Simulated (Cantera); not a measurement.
# Hydrocarbon pyrolysis for carbon deposition

An isothermal, constant-pressure homogeneous reactor starts with 1.27 % CH₄, 93.0 % N₂, 5.73 % H₂O, at 1373 K and 82.5 Torr.

Cantera simulation using GRI-Mech 3.0 (53 species, 325 reactions); the numbers are that mechanism's predictions, not measurements.

| t (s) | x CH₄ | x CH₂ | x C₂H₄ | x C₂H | x H₂ | x C₂H₂ |
|---|---|---|---|---|---|---|
| 0.000400 | 0.0127 | <1e-12 | <1e-12 | <1e-12 | 1.14e-8 | <1e-12 |
| 0.00126 | 0.0127 | <1e-12 | <1e-12 | <1e-12 | 3.92e-8 | <1e-12 |
| 0.00400 | 0.0127 | <1e-12 | 2.39e-11 | <1e-12 | 1.27e-7 | <1e-12 |
| 0.0126 | 0.0127 | 1.76e-12 | 7.60e-10 | <1e-12 | 4.07e-7 | <1e-12 |
| 0.0400 | 0.0127 | 1.55e-11 | 2.27e-8 | <1e-12 | 1.33e-6 | 9.26e-11 |
| 0.126 | 0.0127 | 9.41e-11 | 5.16e-7 | <1e-12 | 5.13e-6 | 8.55e-9 |
| 0.400 | 0.0127 | 3.74e-10 | 7.60e-6 | <1e-12 | 2.93e-5 | 5.62e-7 |
| 1.26 | 0.0125 | 8.59e-10 | 6.16e-5 | 1.32e-12 | 0.000222 | 2.27e-5 |
| 4.00 | 0.0119 | 8.59e-10 | 0.000127 | 1.66e-11 | 0.00116 | 0.000282 |
x: mole fraction; the columns are a selection and need not sum to one.

Equilibrium at this temperature and pressure: CH₄ 4.18e-12, CH₂ <1e-12, C₂H₄ <1e-12, C₂H <1e-12, H₂ 0.0412, C₂H₂ <1e-12 (gas phase only).
